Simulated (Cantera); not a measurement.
What does this Cantera script print?

```python
import numpy as np
import cantera as ct

gas_names = """
    SiF4 SiF2 SF6 SF4
""".split()
cond_names = """
    S(cr1) S(cr2) S(L)
""".split()


def load(file, names, dense=False):
    # The tables refer to 1 bar. Condensed volumes are neglected.
    table = {s.name: s for s in ct.Species.list_from_file(file)}
    out = []
    for n in names:
        d = dict(table[n].input_data)
        d["thermo"] = dict(d["thermo"], **{"reference-pressure": 1e5})
        if dense:
            d["equation-of-state"] = {"model": "constant-volume", "density": "1e6 g/cm^3"}
        out.append(ct.Species.from_dict(d))
    return out


species = {s.name: s for s in load("nasa_gas.yaml", gas_names) + load("nasa_condensed.yaml", cond_names)}
# Each term lists the table entries of one substance; the one whose range holds T is used.
reactions = {
    '3 SiF4(g) + S = 3 SiF2(g) + SF6(g)':
        [(-3, ['SiF4']), (-1, ['S(cr1)', 'S(cr2)', 'S(L)']), (3, ['SiF2']), (1, ['SF6'])],
    'SF4(g) + 2 SiF2(g) = S + 2 SiF4(g)':
        [(-1, ['SF4']), (-2, ['SiF2']), (1, ['S(cr1)', 'S(cr2)', 'S(L)']), (2, ['SiF4'])],
}


def pick(names, T):
    return next(species[n] for n in names if species[n].thermo.min_temp <= T <= species[n].thermo.max_temp)


results = []
for label, terms in reactions.items():
    print(label)
    print("     T/K   dH/kJ  dS/(J/K)   dG/kJ   log10 K")
    for T in [823, 873, 923, 973, 1023]:
        used = [(nu, pick(names, T)) for nu, names in terms]
        dH = sum(nu * s.thermo.h(T) for nu, s in used) / 1e6
        dS = sum(nu * s.thermo.s(T) for nu, s in used) / 1e3
        dG = dH - T * dS / 1e3
        logK = -dG * 1e6 / (ct.gas_constant * T * np.log(10))
        results.append((label, T, dH, dS, dG, logK, [s.name for _, s in used]))
        print(f"{T:8g} {dH:8.1f} {dS:8.1f} {dG:8.1f} {logK:8.2f}")
```

Result:

```
3 SiF4(g) + S = 3 SiF2(g) + SF6(g)
     T/K   dH/kJ  dS/(J/K)   dG/kJ   log10 K
     823   1847.7    154.5   1720.5  -109.19
     873   1846.6    153.3   1712.8  -102.48
     923   1845.4    152.0   1705.2   -96.50
     973   1844.3    150.8   1697.6   -91.13
    1023   1843.2    149.7   1690.1   -86.29
SF4(g) + 2 SiF2(g) = S + 2 SiF4(g)
     T/K   dH/kJ  dS/(J/K)   dG/kJ   log10 K
     823  -1279.8   -193.3  -1120.8    71.13
     873  -1278.8   -192.1  -1111.1    66.48
     923  -1277.7   -190.8  -1101.6    62.34
     973  -1276.6   -189.6  -1092.0    58.62
    1023  -1275.5   -188.6  -1082.6    55.28
```

Source: NASA polynomial tables (part measured, part estimated), evaluated in Cantera. The tables' values for SiF2 are old estimates. Condensed species are held in their standard states even where they would react or evaporate.
